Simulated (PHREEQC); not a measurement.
Copper plating or etch bath (model solution)

Solution (20 °C): 0.084 mol CuCl2, 0.00038 mol HBF4 and 0.0016 mol Na2SO4 per kg of water. Closed to the air; pH follows from the charge balance.

The numbers come from PHREEQC with the ion-association model, phreeqc.dat.

Each row changes one thing in this solution. This is a speciation only: nothing precipitates in the calculation.

```csv
case,pH,ionic strength (mol/kgw),SO4-2 (mol/kgw),HSO4- (mol/kgw),NaSO4- (mol/kgw)
as made,3.11,0.237,0.000714,1.81e-5,3.08e-6
temperature from 20 to 25 °C,3.12,0.233,0.000711,1.96e-5,3.16e-6
diluted 100-fold with water,4.83,0.00257,1.44e-5,1.59e-8,1.80e-9
HBF4 from 0.00038 to 0.000342 mol/kgw,3.14,0.237,0.000714,1.68e-5,3.09e-6
CuCl2 replaced by (CH3)4NCl at the same molality,3.16,0.0896,0.00154,4.59e-5,9.27e-6
CuCl2 left out,3.17,0.00543,0.00151,7.18e-5,1.72e-5
temperature from 20 to 10 °C,3.09,0.243,0.000723,1.57e-5,2.95e-6
HBF4 left out,4.35,0.237,0.000720,1.04e-6,3.11e-6
```

Away from 25 °C the constants follow the database's enthalpies or fits; those with neither stay at their 25 °C values. Real BF4- forms and hydrolyses slowly; the run takes it at equilibrium.
